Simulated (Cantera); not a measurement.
A closed system holds: 1 mol Si, 1.7 mol Cl2, 43 mol H2, equilibrated at 1250 °C and 16.0 Pa.

Equilibrium computed with Cantera from the NASA thermochemical tables; the gas is ideal and each condensed phase is pure. Candidate condensed phases: Si; 19 gas species. The tables' values for SiCl, SiCl3 are old estimates; treat these amounts as uncertain. Rates play no part.

Base state: H2 0.933, HCl 0.0548, SiCl2 0.0105, H 0.00177, Si 0.000113, Cl 8.33e-5, SiCl 4.87e-5, SiCl3 1.62e-5 (mole fractions); condensed: Si(s).

**Question.** What changes in the equilibrium state with this change: Cl2 from 1.7 to 9.4 mol?

**Answer.** 
```csv
species,before,after
H2,0.933,0.659
HCl,0.0548,0.320
SiCl2,0.0105,0.0188
Si,0.000113,4.21e-6
SiCl3,1.62e-5,0.000202
"Si(s), mol",0.521,0
```
The tables' values for SiCl3, SiCl are old estimates; treat these amounts as uncertain.
